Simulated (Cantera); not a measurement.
Input: 1 mol SiH4, 0.32 mol CH4, 5.3 mol H2, at 0.290 bar.

Equilibrium computed with Cantera from the NASA thermochemical tables; the gas is ideal and each condensed phase is pure. Candidate condensed phases: C, C6H6, C7H8, C8H18, Si, SiC; 87 gas species. Mutual solubility and eutectic melting of coexisting phases are not modelled. Gases not in the tables: Si2H6 and higher silanes. Equilibrium is a limit: real reactors are often held back by kinetics, nucleation or transport.

x: gas mole fraction; n: condensed amount in mol.

```tsv
T (°C)	x H2	x H	x Si	x SiH2	x SiH	n Si(s)	n SiC(s)	n Si(l)
977	1.000	8.98e-7	2.86e-11	3.13e-8	___	0.680	0.320	0
1077	1.000	4.43e-6	6.88e-10	1.75e-7	___	0.680	0.320	0
1177	1.000	1.76e-5	1.06e-8	7.69e-7	___	0.680	0.320	0
1277	1.000	5.85e-5	1.15e-7	2.79e-6	___	0.680	0.320	0
1377	1.000	0.000169	9.24e-7	8.66e-6	___	0.680	0.320	0
1477	1.000	0.000432	5.18e-6	2.08e-5	___	0	0.320	0.680
1577	0.999	0.001000	2.22e-5	4.21e-5	___	0	0.320	0.679
1677	0.998	0.00213	8.21e-5	7.91e-5	___	0	0.320	0.678
1777	0.995	0.00420	0.000266	0.000139	___	0	0.320	0.676
1877	0.991	0.00780	0.000774	0.000232	___	0	0.319	0.670
```

Question: Fill in the missing entries.

Answer: 
- 977, x SiH: 1.70e-10
- 1077, x SiH: 2.36e-9
- 1177, x SiH: 2.27e-8
- 1277, x SiH: 1.62e-7
- 1377, x SiH: 9.09e-7
- 1477, x SiH: 3.69e-6
- 1577, x SiH: 1.19e-5
- 1677, x SiH: 3.38e-5
- 1777, x SiH: 8.66e-5
- 1877, x SiH: 0.000203
